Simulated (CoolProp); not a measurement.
A single-stage vapour-compression cycle with the fluid: evaporating at 195.15 K (dew point), condensing at 238.15 K (bubble point), superheat 5 K, subcooling 2 K, compressor efficiency 0.65, no pressure losses. The same conditions are run with several fluids, on thermodynamics alone (safety and materials aside).

Values from CoolProp's reference Helmholtz-energy equation of state of each fluid (ethane: Bücker 2006; C2F6 (R116): Lemmon 2006; R143a: Lemmon and Jacobsen 2000; R115: Lemmon 2016; hydrogen chloride: Thol 2018; CH2F2 (R32): Tillner-Roth 1997).

### Question
Rank ethane, C2F6 (R116), R143a, R115, hydrogen chloride, CH2F2 (R32) by cooling COP, highest first.

### Answer
R143a (2.50), R115 (2.48), ethane (2.40), CH2F2 (R32) (2.37), hydrogen chloride (2.30), C2F6 (R116) (2.28)

```
fluid              pressure ratio  discharge temperature (K)  refrigerating effect (kJ/kg)  volumetric capacity (kJ/m³)
-----------------  --------------  -------------------------  ----------------------------  ---------------------------
ethane                       5.26                      305.2                           374                         1230
C2F6 (R116)                  6.33                      259.9                          78.8                          694
R143a                        9.73                      298.0                           197                          182
R115                         10.3                      269.6                           105                          116
hydrogen chloride            6.15                      402.1                           371                         1250
CH2F2 (R32)                  10.3                      379.6                           348                          236
```
